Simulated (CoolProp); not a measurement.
Computed with CoolProp (reference Helmholtz-energy equation of state, Wu 2011).

Question: Give the vapour pressure (bar), vapour density (kg/m³), liquid cp (kJ/(kg K)), liquid viscosity (µPa s) of saturated dimethyl ether at 233.5, 286.8 K.

Answer: 
```tsv
T (K)	p (bar)	vapour density (kg/m³)	liquid cp (kJ/(kg K))	liquid viscosity (µPa s)
233.5	0.506	1.23	2.20	250
286.8	4.19	8.95	2.38	141
```

Viscosity comes from a separate model (Meng 2012).
